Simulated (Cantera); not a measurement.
An isothermal, constant-pressure homogeneous reactor starts with CH₄ : CO₂ : H₂ = 1 : 0.36 : 0.87 (molar parts), at 1400 K and 1.80 bar. Integrator tolerance rtol = 1e-08.

Detailed kinetics in Cantera: GRI-Mech 3.0 (53 species, 325 reactions). GRI-Mech 3.0 stops at C3 and has no aromatics, soot or wall deposition, so with more carbon than oxygen in the feed, carbon stays in small species such as C2H2 where larger ones or solid carbon would form.

### Question
What does this change do: CH4 1 to 9.8 parts?

### Answer
```json
[
 {"quantity": "x(CH₄) at 20.0 s", "before": "0.256 (gas-phase equilibrium 0.183)", "after": "0.389 (gas-phase equilibrium 0.387)"},
 {"quantity": "x(CO₂) at 20.0 s", "before": "0.0171 (gas-phase equilibrium 2.32e-6)", "after": "0.000631 (gas-phase equilibrium 2.76e-8)"},
 {"quantity": "x(H₂) at 20.0 s", "before": "0.415 (gas-phase equilibrium 0.564)", "after": "0.419 (gas-phase equilibrium 0.437)"},
 {"quantity": "x(C₂H₆) at 20.0 s", "before": "0.000349 (gas-phase equilibrium 0.000132)", "after": "0.000801 (gas-phase equilibrium 0.000762)"},
 {"quantity": "x(O₂) at 20.0 s", "before": "<1e-12 (gas-phase equilibrium <1e-12)", "after": "<1e-12 (gas-phase equilibrium <1e-12)"}
]
```

### Question
What does this change do: temperature 1400 to 1650 K?

### Answer
| quantity | before | after |
|---|---|---|
| x(CH₄) at 20.0 s | 0.256 (gas-phase equilibrium 0.183) | 0.0487 (gas-phase equilibrium 0.0487) |
| x(CO₂) at 20.0 s | 0.0171 (gas-phase equilibrium 2.32e-6) | 1.71e-6 (gas-phase equilibrium 3.48e-7) |
| x(H₂) at 20.0 s | 0.415 (gas-phase equilibrium 0.564) | 0.670 (gas-phase equilibrium 0.670) |
| x(C₂H₆) at 20.0 s | 0.000349 (gas-phase equilibrium 0.000132) | 2.05e-5 (gas-phase equilibrium 2.05e-5) |
| x(O₂) at 20.0 s | <1e-12 (gas-phase equilibrium <1e-12) | <1e-12 (gas-phase equilibrium <1e-12) |
